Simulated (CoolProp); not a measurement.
Vapour-liquid equilibrium of p-xylene (1) + n-decane (2) at 0.00212 MPa; x and y are mole fractions of (1).

The numbers come from the multi-fluid Helmholtz-energy mixture model, Zhou 2012 and Lemmon 2006; pair parameters Bell 2016 in CoolProp.

```json
[
 {"x": "0.05", "bubble temperature (K)": "335.9", "y at the bubble point": "0.212", "dew temperature at overall composition x (K)": "___", "liquid density (mol/L)": "4.995"},
 {"x": "0.15", "bubble temperature (K)": "330.0", "y at the bubble point": "0.480", "dew temperature at overall composition x (K)": "337.0", "liquid density (mol/L)": "5.230"},
 {"x": "0.25", "bubble temperature (K)": "325.6", "y at the bubble point": "0.637", "dew temperature at overall composition x (K)": "335.1", "liquid density (mol/L)": "5.476"},
 {"x": "0.35", "bubble temperature (K)": "___", "y at the bubble point": "0.739", "dew temperature at overall composition x (K)": "333.1", "liquid density (mol/L)": "5.734"},
 {"x": "0.45", "bubble temperature (K)": "319.2", "y at the bubble point": "0.810", "dew temperature at overall composition x (K)": "330.8", "liquid density (mol/L)": "6.009"},
 {"x": "0.55", "bubble temperature (K)": "316.8", "y at the bubble point": "0.862", "dew temperature at overall composition x (K)": "328.2", "liquid density (mol/L)": "6.304"},
 {"x": "0.65", "bubble temperature (K)": "314.7", "y at the bubble point": "0.903", "dew temperature at overall composition x (K)": "___", "liquid density (mol/L)": "___"},
 {"x": "0.75", "bubble temperature (K)": "312.9", "y at the bubble point": "0.936", "dew temperature at overall composition x (K)": "321.7", "liquid density (mol/L)": "6.969"},
 {"x": "0.85", "bubble temperature (K)": "311.2", "y at the bubble point": "0.964", "dew temperature at overall composition x (K)": "317.4", "liquid density (mol/L)": "7.346"},
 {"x": "0.95", "bubble temperature (K)": "309.6", "y at the bubble point": "0.989", "dew temperature at overall composition x (K)": "312.0", "liquid density (mol/L)": "___"}
]
```

**Question.** Fill in the missing entries.

**Answer.** 
- 0.05, dew temperature at overall composition x (K): 338.7
- 0.35, bubble temperature (K): 322.1
- 0.65, dew temperature at overall composition x (K): 325.2
- 0.65, liquid density (mol/L): 6.623
- 0.95, liquid density (mol/L): 7.760

No azeotrope shows between x = 0.05 and 0.95.

Pair parameters are fitted to limited data, so mixtures are less certain than the pure fluids.
